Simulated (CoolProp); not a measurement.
Saturation properties of decamethyltetrasiloxane (MD2M) (Tc = 599.4 K, pc = 11.44 bar, ω = 0.635).

Model: reference Helmholtz-energy equation of state, Thol 2017, in CoolProp.

```
T (K)   p (bar)  liquid density (kg/m³)  vapour density (kg/m³)  enthalpy of vaporisation (kJ/kg)  liquid cp (kJ/(kg K))  surface tension (mN/m)
-----  --------  ----------------------  ----------------------  --------------------------------  ---------------------  ----------------------
311.9  0.001477                   834.9                 0.01771                             184.8                  1.759                    16.2
322.7  0.003076                   824.2                     ___                             180.8                  1.785                    15.3
333.5  0.006020                   813.4                 0.06754                             176.9                  1.811                    14.5
344.4   0.01121                   802.4                  0.1219                             173.0                  1.837                    13.7
355.2       ___                   791.5                  0.2084                             169.3                  1.863                    12.9
366     0.03329                   780.5                  0.3416                             165.5                  1.888                    12.1
376.9       ___                   769.3                  0.5409                             161.8                    ___                    11.3
387.7   0.08461                   758.0                  0.8243                             158.1                  1.938                     ___
398.5    0.1280                   746.6                   1.219                             154.4                  1.962                    9.76
```

Task: What belongs in the gaps?

Result: 
- 322.7, vapour density (kg/m³): 0.03565
- 355.2, p (bar): 0.01975
- 376.9, p (bar): 0.05415
- 376.9, liquid cp (kJ/(kg K)): 1.913
- 387.7, surface tension (mN/m): 10.5

It boils at 467.6 K under 1 atm.

Surface tension comes from a separate correlation (Mulero 2014), older than this fluid's equation and unchecked against measurements.
